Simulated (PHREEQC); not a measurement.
Model water analysis in mmol/kgw, 25 °C, pH 3.71:

```csv
constituent,mmol/kgw
Na,330
K,0.354
Ca,6.18
Mg,10.8
Cl,31.8
S(6),176
Mn(2),0.906
Li,2.28
```

Valence states are taken as typed.

The numbers come from PHREEQC with the Pitzer model, pitzer.dat.

No solid was allowed to form.

Problem. Predict the activity of water, osmotic coefficient.

Solution. activity of water 0.992; osmotic coefficient 0.754.
